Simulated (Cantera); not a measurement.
Fluorocarbon and chlorocarbon gases: C2F6 + CH4

Charge: 1 mol C2F6, 1 mol CH4, equilibrated at 7.50 Torr.

Equilibrium computed with Cantera from the NASA thermochemical tables; the gas is ideal and each condensed phase is pure. Candidate condensed phases: C, C6H6, C7H8, C8H18; 95 gas species. The feed counts by its element totals alone. Gases not in the tables: C2F6 and larger saturated fluorocarbons. Kinetics and transport are ignored.

| T (°C) | x HF | x F | x CF4 | x CF2 | x CF | n C(graphite) |
|---|---|---|---|---|---|---|
| 1502 | 0.886 | 0.00183 | 0.108 | 0.00445 | 2.41e-6 | 2.49 |
| 1602 | 0.880 | 0.00567 | 0.102 | 0.0118 | 1.36e-5 | 2.48 |
| 1702 | 0.866 | 0.0154 | 0.0899 | 0.0271 | 6.29e-5 | 2.45 |
| 1802 | 0.841 | 0.0363 | 0.0680 | 0.0529 | 0.000241 | 2.41 |
| 1902 | 0.802 | 0.0734 | 0.0386 | 0.0827 | 0.000752 | 2.38 |
| 2002 | 0.762 | 0.123 | 0.0140 | 0.0970 | 0.00187 | 2.40 |
| 2102 | 0.732 | 0.174 | 0.00329 | 0.0861 | 0.00378 | 2.48 |
| 2202 | 0.711 | 0.217 | 0.000598 | 0.0641 | 0.00657 | 2.60 |
| 2302 | 0.694 | 0.251 | 9.72e-5 | 0.0431 | 0.0103 | 2.69 |
| 2402 | 0.681 | 0.274 | 1.51e-5 | 0.0272 | 0.0148 | 2.74 |
| 2502 | 0.667 | 0.288 | 2.34e-6 | 0.0166 | 0.0200 | 2.73 |
x: gas mole fraction; n: condensed amount in mol.

From 1502 °C to 2502 °C the condensed part is C(graphite). The main C-bearing gas is CF4 at 1502 °C and CF at 2502 °C. The share of C in condensed phases is highest at 2402 °C (91.4 %) and lowest at 1902 °C (79.3 %).
